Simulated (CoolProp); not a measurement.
Ammonia along the isobar 46.9 MPa: density (kg/m³) from the reference equation and from simpler models built on Tc = 405.6 K, pc = 11.36 MPa, ω = 0.256; each cubic takes its own stable root.

Values from CoolProp's reference Helmholtz-energy equation of state, Gao 2020.

| T (K) | phase | reference |
|---|---|---|
| 338.4 | liquid | 588.9 |
| 347.8 | liquid | 576.8 |
| 357.3 | liquid | 564.4 |
| 366.8 | liquid | 551.6 |
| 376.2 | liquid | 538.7 |
| 385.7 | liquid | 525.2 |
| 395.1 | liquid | 511.5 |
| 404.6 | liquid | 497.3 |
| 414.1 | supercritical | 482.6 |
| 423.5 | supercritical | 467.7 |
| 433 | supercritical | 452.2 |
| 442.5 | supercritical | 436.2 |
| 451.9 | supercritical | 419.9 |
| 461.4 | supercritical | 403.1 |
| 470.8 | supercritical | 386.3 |

### Question
How far does each simpler model (Soave-Redlich-Kwong, Peng-Robinson) lie from the reference over these 15 states: mean and median of the absolute difference, and the worst?

### Answer
- Soave-Redlich-Kwong: mean 21.2 %, median 21.2 %, worst -22.1 % at 461.4 K and 46.9 MPa
- Peng-Robinson: mean 12.4 %, median 12.2 %, worst -15.0 % at 470.8 K and 46.9 MPa
